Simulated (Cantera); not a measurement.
Source: NASA polynomial tables (part measured, part estimated), evaluated in Cantera. Values are per mole of reaction as written; species without (g) are pure solids or liquids, kept so even where they would boil at 1 bar. TiC: taken at fixed stoichiometry.

CH4(g) + 3 TiC = 3 Ti + 2 C2H2(g)

| T (K) | ΔH° (kJ) | ΔS° (J/K) | ΔG° (kJ) | log10 K | condensed phases |
|---|---|---|---|---|---|
| 300 | ? | ? | ? | ? | TiC(s), Ti(α) |
| 698 | 1088.1 | 246.6 | 916.0 | -68.54 | TiC(s), Ti(α) |
| 798 | 1088.5 | 247.1 | 891.3 | -58.34 | TiC(s), Ti(α) |
| 898 | ? | ? | ? | ? | TiC(s), Ti(α) |
| 998 | ? | ? | ? | ? | TiC(s), Ti(α) |
| 1098 | 1090.9 | 249.6 | 816.9 | -38.86 | TiC(s), Ti(α) |
| 1198 | 1103.7 | 260.7 | 791.4 | -34.50 | TiC(s), Ti(β) |
| 1298 | 1102.8 | 260.0 | 765.3 | -30.80 | TiC(s), Ti(β) |
| 1398 | 1102.2 | 259.5 | 739.4 | -27.63 | TiC(s), Ti(β) |
| 1498 | 1101.7 | 259.2 | 713.4 | -24.88 | TiC(s), Ti(β) |
| 1598 | 1101.4 | 259.0 | 687.5 | -22.47 | TiC(s), Ti(β) |
| 1698 | ? | ? | ? | ? | TiC(s), Ti(β) |

What belongs in the gaps?


- 300, ΔH° (kJ): 1083.4
- 300, ΔS° (J/K): 235.1
- 300, ΔG° (kJ): 1012.8
- 300, log10 K: -176.34
- 898, ΔH° (kJ): 1088.9
- 898, ΔS° (J/K): 247.7
- 898, ΔG° (kJ): 866.5
- 898, log10 K: -50.40
- 998, ΔH° (kJ): 1089.5
- 998, ΔS° (J/K): 248.3
- 998, ΔG° (kJ): 841.7
- 998, log10 K: -44.05
- 1698, ΔH° (kJ): 1101.4
- 1698, ΔS° (J/K): 259.0
- 1698, ΔG° (kJ): 661.6
- 1698, log10 K: -20.35
